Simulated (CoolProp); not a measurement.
Model: reference Helmholtz-energy equation of state, Thol 2019, in CoolProp.

Problem. For dodecamethylpentasiloxane (MD3M), give the phase and the Z, cp (kJ/(kg K)), cv (kJ/(kg K)), expansivity (1/kK) at 169.25 °C and 0.101 MPa.

Solution. 
- 169.25 °C and 0.101 MPa: liquid; Z 0.0146, cp 2.02, cv 1.77, expansivity 1.50
